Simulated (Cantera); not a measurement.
Input: 1 mol CO, 3 mol NH₃, 21 mol N₂, 0.099 mol CO₂, equilibrated at 750 Torr.

Equilibrium computed with Cantera from the NASA thermochemical tables; the gas is ideal and each condensed phase is pure. Candidate condensed phases: C, C₆H₆, C₇H₈, C₈H₁₈, H₂O; 136 gas species. Kinetics and transport are ignored. All values below are at 1073 K.

Base state: N₂ 0.801, H₂ 0.157, CO 0.0380, H₂O 0.00302, CO₂ 0.000795, CH₄ 0.000289, NH₃ 2.05e-5 (mole fractions); condensed: gas only.

Problem. What changes in the equilibrium state with this change: CO₂ from 0.099 to 5 mol?

Solution. 
```csv
species,before,after
N₂,0.801,0.682
CO,0.0380,0.0937
CO₂,0.000795,0.0881
H₂,0.157,0.0730
H₂O,0.00302,0.0634
CH₄,0.000289,3.43e-6
NH₃,2.05e-5,6.03e-6
```
